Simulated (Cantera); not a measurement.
A perfectly stirred reactor is fed with 7.65 % CH₄, 2.06 % H₂, 19.0 % O₂, 71.3 % N₂, at 10.0 bar; it is adiabatic with a 350 K inlet, and is followed from long to short residence time, starting on the burning branch (τ in s: 0.13, 0.056, 0.024, 0.01, 0.0044, 0.0019, 0.00082, 0.00035, 0.00015, 6.6e-05, 2.8e-05, 1.2e-05).

Computed with Cantera and GRI-Mech 3.0 (53 species, 325 reactions).

x: mole fraction; the columns are a selection and need not sum to one.

| τ (s) | T (K) | x CH₄ | x H₂ | x O₂ | x HCO | x CO | x HCN | x O |
|---|---|---|---|---|---|---|---|---|
| 0.13 | 2146 | 7.04e-7 | 0.000289 | 0.0259 | 1.64e-9 | 0.000656 | 7.30e-8 | 9.95e-5 |
| 0.056 | 2147 | 1.59e-6 | 0.000301 | 0.0262 | 3.78e-9 | 0.000696 | 1.01e-7 | 0.000103 |
| 0.024 | 2147 | ? | ? | 0.0264 | ? | ? | ? | 0.000110 |
| 0.010 | 2145 | 7.96e-6 | 0.000389 | 0.0266 | 2.12e-8 | 0.000976 | 1.63e-7 | 0.000123 |
| 0.0044 | 2141 | 1.61e-5 | 0.000504 | 0.0269 | 4.83e-8 | 0.00134 | 2.12e-7 | 0.000149 |
| 0.0019 | 2133 | ? | ? | 0.0273 | ? | ? | ? | ? |
| 0.00082 | 2119 | 5.85e-5 | 0.00109 | 0.0280 | 2.64e-7 | 0.00324 | 4.25e-7 | 0.000283 |
| 0.00035 | 2096 | 0.000109 | 0.00170 | 0.0293 | 6.27e-7 | 0.00522 | 6.34e-7 | 0.000420 |
| 0.00015 | 2061 | 0.000210 | 0.00260 | 0.0314 | 1.48e-6 | 0.00834 | 9.49e-7 | 0.000613 |
| 6.6e-5 | 2008 | 0.000430 | 0.00384 | 0.0348 | 3.41e-6 | 0.0132 | 1.40e-6 | 0.000817 |
| 2.8e-5 | 1880 | 0.00159 | 0.00636 | 0.0453 | 8.32e-6 | 0.0251 | 1.94e-6 | 0.000661 |
| 1.2e-5 | 350 | 0.0765 | 0.0206 | 0.190 | <1e-12 | <1e-12 | <1e-12 | <1e-12 |

Fill in the missing entries.


- 0.024, x CH₄: 3.57e-6
- 0.024, x H₂: 0.000328
- 0.024, x HCO: 8.81e-9
- 0.024, x CO: 0.000782
- 0.024, x HCN: 1.29e-7
- 0.0019, x CH₄: 3.13e-5
- 0.0019, x H₂: 0.000722
- 0.0019, x HCO: 1.13e-7
- 0.0019, x CO: 0.00204
- 0.0019, x HCN: 2.93e-7
- 0.0019, x O: 0.000198
